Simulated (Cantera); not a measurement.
A diamond (100) surface in a fixed gas of H2 with x(CH4) = 0.011, x(H) = 0.0027, at 1075 K, 1000 Pa; coverages are run to steady state.

Detailed kinetics in Cantera: the Harris–Goodwin 1993 mechanism for the reconstructed diamond (100) surface.

θ: site fractions in the mechanism's names (c6HH fully hydrogenated, c6H* and c6*H radical sites, c6** diradical, c6HM methylated).

| x(CH3) | growth (µm/h) | θ c6HH | θ c6H* | θ c6*H | θ c6** | θ c6HM |
|---|---|---|---|---|---|---|
| 1e-06 | … | 0.534 | 0.0253 | 0.425 | 0.0152 | 4.89e-5 |
| 2.5e-06 | … | 0.534 | 0.0253 | 0.425 | 0.0152 | 0.000122 |
| 6.1e-06 | … | 0.534 | 0.0253 | 0.425 | 0.0152 | 0.000298 |
| 1.5e-05 | … | 0.534 | 0.0252 | 0.425 | 0.0152 | 0.000733 |
| 3.7e-05 | … | 0.533 | 0.0252 | 0.424 | 0.0151 | 0.00180 |
| 9.2e-05 | … | 0.531 | 0.0251 | 0.422 | 0.0150 | 0.00446 |
| 0.00023 | … | 0.526 | 0.0248 | 0.418 | 0.0147 | 0.0110 |
| 0.00056 | … | 0.515 | 0.0243 | 0.408 | 0.0139 | 0.0259 |
| 0.0014 | … | 0.488 | 0.0229 | 0.386 | 0.0123 | 0.0598 |

### Question
What belongs in the gaps?

### Answer

- 1e-06, growth (µm/h): 0.00253
- 2.5e-06, growth (µm/h): 0.00632
- 6.1e-06, growth (µm/h): 0.0154
- 1.5e-05, growth (µm/h): 0.0379
- 3.7e-05, growth (µm/h): 0.0932
- 9.2e-05, growth (µm/h): 0.230
- 0.00023, growth (µm/h): 0.567
- 0.00056, growth (µm/h): 1.33
- 0.0014, growth (µm/h): 3.07
